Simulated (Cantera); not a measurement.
# Hydrogen reduction and annealing atmospheres: Nb2O5 + H2

Charge: 1 mol Nb2O5, 1.8 mol H2, at 0.000270 bar.

Cantera equilibrium calculation (NASA polynomials, part measured and part estimated; ideal gas, pure solids and liquids). Candidate condensed phases: H2O, Nb, NbO, NbO2, Nb2O5; 12 gas species. Mutual solubility and eutectic melting of coexisting phases are not modelled. Condensed phases not in the tables: the oxides between NbO2 and Nb2O5. Equilibrium is a limit: real reactors are often held back by kinetics, nucleation or transport.

From 875 K to 1775 K the condensed part is NbO2(s) + Nb2O5(s). From 1925 K to 2075 K the condensed part is NbO2(s) + Nb2O5(l).

| T (K) | log p H2 | log p H2O | log p H | log p NbO2 | log p OH | log p O | log p NbO | n NbO2(s) | n Nb2O5(s) | n Nb2O5(l) |
|---|---|---|---|---|---|---|---|---|---|---|
| 875 | -3.57 | -6.31 | -12.08 | <-15 | <-15 | <-15 | <-15 | 0.00658 | 0.997 | 0 |
| 1025 | -3.57 | -5.76 | -10.15 | <-15 | -14.90 | <-15 | <-15 | 0.0234 | 0.988 | 0 |
| 1175 | -3.58 | -5.31 | -8.70 | <-15 | -12.59 | <-15 | <-15 | 0.0648 | 0.968 | 0 |
| 1325 | -3.59 | -4.95 | -7.58 | -12.80 | -10.78 | -14.80 | <-15 | 0.149 | 0.926 | 0 |
| 1475 | -3.60 | -4.67 | -6.69 | -10.54 | -9.34 | -12.48 | -14.17 | 0.283 | 0.858 | 0 |
| 1625 | -3.63 | -4.46 | -5.97 | -8.71 | -8.17 | -10.59 | -12.11 | 0.466 | 0.767 | 0 |
| 1775 | -3.67 | -4.29 | -5.37 | -7.20 | -7.20 | -9.02 | -10.40 | 0.683 | 0.658 | 0 |
| 1925 | -3.67 | -4.36 | -4.86 | -5.93 | -6.61 | -7.92 | -8.74 | 0.591 | 0 | 0.700 |
| 2075 | -3.73 | -4.50 | -4.44 | -4.86 | -6.15 | -7.01 | -7.29 | 0.385 | 0 | 0.755 |
log p: log10 of the partial pressure in bar; n: condensed amount in mol.
